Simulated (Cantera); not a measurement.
A closed system holds: 1 mol Fe(CO)5, 0.4 mol CO, a varied amount of H2, at 1050 °C and 101000 Pa.

Method: chemical equilibrium by Gibbs-energy minimisation in Cantera with the NASA 1993 tables (ideal gas, pure condensed phases). Candidate condensed phases: C, C6H6, C7H8, C8H18, Fe, Fe(CO)5, FeO, Fe(OH)2, Fe(OH)3, Fe2O3, Fe3O4, H2O; 114 gas species. Condensed phases not in the tables: cementite and carbon dissolved in iron. Equilibrium is a limit: real reactors are often held back by kinetics, nucleation or transport.

Problem. At 0.54 mol H2, list the 5 most abundant gas species with their mole fractions, and the condensed phases.

Solution. CO 0.906, H2 0.0905, CO2 0.00328, H2O 0.000609, CH4 5.65e-5. Condensed: C(graphite) + Fe(γ).
